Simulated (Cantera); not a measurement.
Input (Python, Cantera):

```python
import numpy as np
import cantera as ct

gas = ct.Solution("h2o2.yaml")
gas.TPX = 900, 350, {'H2': 0.033, 'O2': 1, 'N2': 0.27}
reactor = ct.IdealGasConstPressureReactor(gas, energy="off", clone=False)
net = ct.ReactorNet([reactor])
net.rtol, net.atol = 1e-08, 1e-18
show = ['H2', 'O2', 'H2O', 'HO2', 'H']
times = np.geomspace(0.0007, 8, 15)

steps = ct.SolutionArray(gas, extra=["t"])
rows = []
print(f"{'t/s':>10s}{'T/K':>9s}{'P/Pa':>11s}" + "".join(f"{s:>11s}" for s in show))
for t in times:
    while net.time < t:
        t_next = net.step()
        steps.append(gas.state, t=t_next)
    rows.append([np.interp(t, steps.t, y) for y in (steps.T, steps.P, *steps(*show).X.T)])
    print(f"{t:10.3e}{rows[-1][0]:9.1f}{rows[-1][1]:11.4g}" + "".join(f"{x:11.3e}" for x in rows[-1][2:]))
rate = np.gradient(steps.T, steps.t)
print("integrator steps:", len(steps.t))
if steps.T.max() > steps.T[0] + 200:
    print(f"time of steepest temperature rise: {steps.t[rate.argmax()]:.4e} s")
gas.TPX = 900, 350, {'H2': 0.033, 'O2': 1, 'N2': 0.27}
gas.equilibrate("TP")
print(f"equilibrium (TP): T = {gas.T:.1f} K  " + "  ".join(f"{s} {gas[s].X[0]:.3e}" for s in show))
```

Output:

```
       t/s      T/K       P/Pa         H2         O2        H2O        HO2          H
 7.000e-04    900.0        350  2.533e-02  7.675e-01  8.203e-14  1.657e-12  1.375e-12
 1.364e-03    900.0        350  2.533e-02  7.675e-01  4.942e-13  3.236e-12  2.483e-12
 2.660e-03    900.0        350  2.533e-02  7.675e-01  2.762e-12  6.331e-12  4.821e-12
 5.184e-03    900.0        350  2.533e-02  7.675e-01  1.542e-11  1.245e-11  1.180e-11
 1.010e-02    900.0        350  2.533e-02  7.675e-01  1.109e-10  2.514e-11  4.990e-11
 1.970e-02    900.0        350  2.533e-02  7.675e-01  1.908e-09  6.693e-11  6.939e-10
 3.839e-02    900.0        350  2.533e-02  7.675e-01  3.134e-07  3.409e-09  1.109e-07
 7.483e-02    900.0        350  2.102e-02  7.647e-01  3.310e-03  1.511e-06  1.428e-03
 1.459e-01    900.0        350  6.813e-04  7.549e-01  2.192e-02  1.737e-06  4.973e-03
 2.843e-01    900.0        350  2.353e-04  7.588e-01  2.420e-02  1.449e-06  1.809e-03
 5.542e-01    900.0        350  9.230e-05  7.621e-01  2.516e-02  1.110e-06  4.702e-04
 1.080e+00    900.0        350  2.938e-05  7.637e-01  2.550e-02  7.250e-07  8.611e-05
 2.106e+00    900.0        350  8.107e-06  7.642e-01  2.560e-02  4.025e-07  1.291e-05
 4.104e+00    900.0        350  2.088e-06  7.644e-01  2.563e-02  1.925e-07  1.816e-06
 8.000e+00    900.0        350  5.404e-07  7.645e-01  2.564e-02  8.170e-08  2.647e-07
integrator steps: 1642
equilibrium (TP): T = 900.0 K  H2 1.597e-12  O2 7.645e-01  H2O 2.565e-02  HO2 5.115e-11  H 2.513e-15
```

Detailed kinetics in Cantera: the H2/O2 subset of GRI-Mech 3.0, which has no nitrogen chemistry. Radical loss at walls, strong at low pressure, is not modelled. Below about 950 K walls govern HO2 and H2O2 in real vessels.
